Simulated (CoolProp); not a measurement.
A simple Rankine cycle with propyne: condensing at 323.15 K, boiler at 2.67 MPa, turbine inlet 366.6 K, turbine efficiency 0.75, pump efficiency 0.6, no recuperator. Each further row changes one setting.

Computed with CoolProp (reference Helmholtz-energy equation of state, Polt 1992). This equation is an older, rougher fit; its heat capacities, sound speeds and derivatives of the liquid may be far off and weren't checked against measurements.

```json
[
 {"case": "as stated", "thermal efficiency (%)": "6.6", "net work (kJ/kg)": "30.1", "heat in (kJ/kg)": "455", "turbine exit temperature (K)": "323.2", "volume ratio over the turbine": "2.42"},
 {"case": "turbine inlet 386.6 K", "thermal efficiency (%)": "6.9", "net work (kJ/kg)": "35.1", "heat in (kJ/kg)": "508", "turbine exit temperature (K)": "346.0", "volume ratio over the turbine": "2.36"},
 {"case": "condensing temperature 315.15 K", "thermal efficiency (%)": "7.9", "net work (kJ/kg)": "37.8", "heat in (kJ/kg)": "475", "turbine exit temperature (K)": "315.2", "volume ratio over the turbine": "2.96"},
 {"case": "boiler pressure 1.87 MPa", "thermal efficiency (%)": "4.3", "net work (kJ/kg)": "20.9", "heat in (kJ/kg)": "490", "turbine exit temperature (K)": "343.8", "volume ratio over the turbine": "1.64"},
 {"case": "turbine efficiency 0.65", "thermal efficiency (%)": "5.6", "net work (kJ/kg)": "25.5", "heat in (kJ/kg)": "455", "turbine exit temperature (K)": "324.8", "volume ratio over the turbine": "2.45"}
]
```

The expansion ends wet for: as stated; condensing temperature 315.15 K.
